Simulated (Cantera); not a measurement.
Charge: 1 mol SiCl₄, a varied amount of H₂, equilibrated at 1400 °C and 1.00 bar.

These are equilibrium values from Cantera (NASA tables, ideal gas, pure condensed phases), not measurements of a reactor. Candidate condensed phases: Si; 19 gas species. The tables' values for SiCl₃ are old estimates; treat these amounts as uncertain. Gases not in the tables: Si₂H₆ and higher silanes. The numbers say what is thermodynamically allowed, not how fast it happens.

log p: log10 of the partial pressure in bar; n: condensed amount in mol.

```csv
n(H₂) (mol),log p H₂,log p HCl,log p SiCl₂,log p SiCl₃,log p SiHCl₃,n Si(s)
18,-0.07,-1.01,-1.39,-2.39,-2.89,?
50,-0.03,-1.28,-1.97,-3.27,-3.74,?
81,-0.02,-1.43,-2.29,-3.75,-4.22,?
110,-0.01,-1.54,-2.50,-4.07,-4.54,?
140,-0.01,-1.62,-2.68,-4.33,-4.80,0.688
170,-0.01,-1.70,-2.83,-4.55,-5.02,0.731
210,-0.01,-1.78,-2.99,-4.80,-5.26,0.771
```

Q: What belongs in the gaps?

A: 
- 18, n Si(s): 0.0513
- 50, n Si(s): 0.394
- 81, n Si(s): 0.545
- 110, n Si(s): 0.629
